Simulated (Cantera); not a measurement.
**Formation from one mole of O2**

Standard-state values (1 bar) from the NASA 1993 polynomials, evaluated with Cantera. Values are per mole of reaction as written; species without (g) are pure solids or liquids, kept so even where they would boil at 1 bar.

2 Si + O2(g) → 2 SiO(g)

| T (K) | ΔH° (kJ) | ΔS° (J/K) | ΔG° (kJ) | log10 K | condensed phases |
|---|---|---|---|---|---|
| 1125 | -212.9 | 161.9 | -395.1 | 18.34 | Si(s) |
| 1200 | -214.3 | 160.8 | -407.2 | 17.72 | Si(s) |
| 1275 | -215.6 | 159.7 | -419.2 | 17.17 | Si(s) |
| 1350 | -217.0 | 158.6 | -431.1 | 16.68 | Si(s) |
| 1425 | -218.5 | 157.6 | -443.0 | 16.24 | Si(s) |
| 1500 | -219.9 | 156.6 | -454.8 | 15.84 | Si(s) |
| 1575 | -221.4 | 155.6 | -466.5 | 15.47 | Si(s) |
| 1650 | -223.0 | 154.6 | -478.1 | 15.13 | Si(s) |
| 1725 | -324.9 | 94.3 | -487.6 | 14.76 | Si(l) |

2 H2(g) + O2(g) → 2 H2O(g)

```csv
T (K),ΔH° (kJ),ΔS° (J/K),ΔG° (kJ),log10 K
1125,-497.2,-112.0,-371.2,17.24
1200,-498.0,-112.6,-362.8,15.79
1275,-498.7,-113.2,-354.3,14.52
1350,-499.3,-113.7,-345.8,13.38
1425,-499.9,-114.1,-337.3,12.36
1500,-500.4,-114.5,-328.7,11.45
1575,-500.9,-114.8,-320.1,10.62
1650,-501.3,-115.0,-311.5,9.86
1725,-501.7,-115.2,-302.9,9.17
```

C + O2(g) → CO2(g)

```csv
T (K),ΔH° (kJ),ΔS° (J/K),ΔG° (kJ),log10 K
1125,-394.9,1.0,-396.0,18.39
1200,-395.0,0.9,-396.1,17.24
1275,-395.2,0.7,-396.1,16.23
1350,-395.4,0.6,-396.2,15.33
1425,-395.5,0.5,-396.2,14.52
1500,-395.7,0.4,-396.3,13.80
1575,-395.8,0.3,-396.3,13.14
1650,-396.0,0.2,-396.3,12.55
1725,-396.2,0.1,-396.3,12.00
```

0.8 Ta + O2(g) → 0.4 Ta2O5

```tsv
T (K)	ΔH° (kJ)	ΔS° (J/K)	ΔG° (kJ)	log10 K
1125	-807.9	-165.9	-621.3	28.85
1200	-806.7	-164.9	-608.9	26.50
1275	-805.5	-163.9	-596.5	24.44
1350	-804.2	-162.9	-584.3	22.61
1425	-803.0	-162.0	-572.1	20.97
1500	-801.7	-161.1	-560.0	19.50
1575	-800.4	-160.3	-547.9	18.17
1650	-799.2	-159.5	-535.9	16.97
1725	-797.9	-158.8	-524.0	15.87
```
